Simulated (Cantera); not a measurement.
**Moist CO burnout**

An isothermal, constant-pressure homogeneous reactor starts with CO : O₂ : H₂O : N₂ = 0.0058 : 0.013 : 0.00064 : 1 (molar parts), at 948 K and 0.340 bar.

Cantera simulation using GRI-Mech 3.0 (53 species, 325 reactions); the numbers are that mechanism's predictions, not measurements.

```json
[
 {"t (s)": "5.00e-5", "x CO": "0.00569", "x O₂": "0.0128", "x H₂O": "0.000628", "x N₂O": "<1e-12", "x H₂O₂": "<1e-12", "x NO": "<1e-12"},
 {"t (s)": "0.000293", "x CO": "0.00569", "x O₂": "0.0128", "x H₂O": "0.000628", "x N₂O": "<1e-12", "x H₂O₂": "<1e-12", "x NO": "<1e-12"},
 {"t (s)": "0.00172", "x CO": "0.00569", "x O₂": "0.0128", "x H₂O": "0.000628", "x N₂O": "<1e-12", "x H₂O₂": "<1e-12", "x NO": "<1e-12"},
 {"t (s)": "0.0101", "x CO": "0.00569", "x O₂": "0.0128", "x H₂O": "0.000628", "x N₂O": "<1e-12", "x H₂O₂": "<1e-12", "x NO": "<1e-12"},
 {"t (s)": "0.0592", "x CO": "0.00569", "x O₂": "0.0128", "x H₂O": "0.000628", "x N₂O": "<1e-12", "x H₂O₂": "<1e-12", "x NO": "<1e-12"},
 {"t (s)": "0.347", "x CO": "0.00569", "x O₂": "0.0128", "x H₂O": "0.000628", "x N₂O": "1.16e-11", "x H₂O₂": "1.19e-11", "x NO": "<1e-12"},
 {"t (s)": "2.04", "x CO": "0.00292", "x O₂": "0.0114", "x H₂O": "0.000622", "x N₂O": "1.42e-7", "x H₂O₂": "2.60e-8", "x NO": "2.70e-9"},
 {"t (s)": "11.9", "x CO": "0.000185", "x O₂": "0.0100", "x H₂O": "0.000629", "x N₂O": "2.94e-7", "x H₂O₂": "9.53e-9", "x NO": "9.40e-9"},
 {"t (s)": "70.0", "x CO": "3.58e-6", "x O₂": "0.00994", "x H₂O": "0.000630", "x N₂O": "3.19e-7", "x H₂O₂": "9.65e-11", "x NO": "8.67e-9"}
]
```
x: mole fraction; the columns are a selection and need not sum to one.

Equilibrium at this temperature and pressure: CO <1e-12, O₂ 0.00993, H₂O 0.000630, N₂O 2.37e-10, H₂O₂ <1e-12, NO 4.18e-6 (gas phase only).
